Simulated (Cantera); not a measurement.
A diamond (100) surface in a fixed gas of H2 with x(CH4) = 0.0025, x(H) = 0.0091, x(CH3) = 0.00024, at 1150 K; coverages are run to steady state.

Detailed kinetics in Cantera: the Harris–Goodwin 1993 mechanism for the reconstructed diamond (100) surface.

θ: site fractions in the mechanism's names (c6HH fully hydrogenated, c6H* and c6*H radical sites, c6** diradical, c6HM methylated).

```tsv
P (Pa)	growth (µm/h)	θ c6HH	θ c6H*	θ c6*H	θ c6**	θ c6HM
930	0.600	0.473	0.0330	0.467	0.0236	(withheld)
1600	1.41	0.472	0.0329	0.466	0.0236	(withheld)
2900	3.44	0.471	0.0329	0.466	0.0235	(withheld)
5000	7.31	0.471	0.0329	0.465	0.0235	(withheld)
8900	15.2	0.470	0.0329	0.464	0.0235	(withheld)
16000	30.4	0.469	0.0330	0.463	0.0235	0.00678
27000	54.4	0.469	0.0332	0.463	0.0235	0.00723
48000	101	0.469	0.0336	0.462	0.0236	0.00755
```

Complete the blanks.


- 930, θ c6HM: 0.00199
- 1600, θ c6HM: 0.00291
- 2900, θ c6HM: 0.00406
- 5000, θ c6HM: 0.00511
- 8900, θ c6HM: 0.00606
